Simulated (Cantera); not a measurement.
**TEOS + O2 + H2 (silicon oxide and oxynitride deposition)**

Feed: 1 mol TEOS, 0.057 mol O2, 0.97 mol H2, equilibrated at 873.15 K and 0.133 bar.

Method: chemical equilibrium by Gibbs-energy minimisation in Cantera with the NASA 1993 tables (ideal gas, pure condensed phases). Candidate condensed phases: C, C6H6, C7H8, C8H18, H2O, Si, SiC, SiO2; 123 gas species. The feed counts by its element totals alone. Kinetics and transport are ignored.

x(H2): 0.800
x(CO): 0.101
x(H2O): 0.0457
x(CH4): 0.0382
x(CO2): 0.0154
n(C(graphite)): 6.16 mol
n(SiO2(β-quartz)): 1.00 mol
gas amount: 11.90 mol
log10 activity of Si(s) (absent): -18.66
